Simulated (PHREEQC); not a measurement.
**Copper plating or etch bath: speciation**

Consider water at 25 °C with 0.019 mol/kgw CuSO4 and 0.23 mol/kgw NaNO3. Closed to the air; pH follows from the charge balance.

Computed with PHREEQC (ion-association model, wateq4f.dat).

| Item | Value |
|---|---|
| pH | 4.78 |
| ionic strength | 0.287 mol/kgw |
| activity of water | 0.992 |

| species | molality | activity | log γ |
|---|---|---|---|
| NO3- | 0.230 | 0.152 | -0.179 |
| Na+ | 0.226 | 0.164 | -0.139 |
| Cu+2 | 0.0161 | 0.00473 | -0.532 |
| SO4-2 | 0.0125 | 0.00319 | -0.593 |
| NaSO4- | 0.00363 | 0.00263 | -0.140 |
| CuSO4 | 0.00288 | 0.00308 | 0.029 |
| H+ | 2.13e-5 | 1.67e-5 | -0.106 |
| Cu2(OH)2+2 | 1.19e-5 | 3.47e-6 | -0.536 |
| HSO4- | 7.33e-6 | 5.16e-6 | -0.153 |

This is a speciation only: nothing precipitates in the calculation. The solution is supersaturated, for example in Antlerite, Brochantite, so a real one may precipitate; this is no full list.
